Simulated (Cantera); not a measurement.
**Ignition delay**

Mixture: CH4 : C2H6 : C3H8 : O2 : N2 = 1 : 0.19 : 0.12 : 2.97 : 11.2 (molar parts), at 100000 Pa, adiabatic and at constant volume. Ignition delay is the time to a rise of 400 K.

Detailed kinetics in Cantera: GRI-Mech 3.0 (53 species, 325 reactions).

```tsv
T0 (K)	delay (ms)
1073	19.9
1148	5.93
1223	2.06
1298	0.804
1373	0.349
1448	0.169
1523	0.0901
1598	0.0528
1673	0.0334
1748	0.0226
```

```
Quantity                                                 Value
--------------------------------------------------  ----------
apparent activation energy between 1598 and 1748 K  130 kJ/mol
```
